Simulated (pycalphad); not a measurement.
Computed with pycalphad from the COST 507 light-alloy database (1999), at 1 atm. These are 1990s assessments: newer ones move some temperatures and phases. Amounts are mole fractions of atoms. Kinetics are ignored, which matters at the lower temperatures.

### Question
Give the equilibrium state of V-22.2Si (at.%) at 600 K.

### Answer
```
T = 600.00 K, P = 101325 Pa, N = 1 mol of atoms
G = -59262 J/mol, H = -34087 J/mol, S = 41.96 J/(mol K)  (SER reference)
chemical potentials (J/mol): V -21526, Si -191508
phase             fraction       x(V)      x(Si)
SIV3                0.9019     0.7539     0.2461
BCC_A2              0.0981     0.9999   6.99e-05
```

Database names, with the compositions (at.%) that they take in these runs: SIV3: V 75-78 Si 22-25. BCC_A2 is bcc.
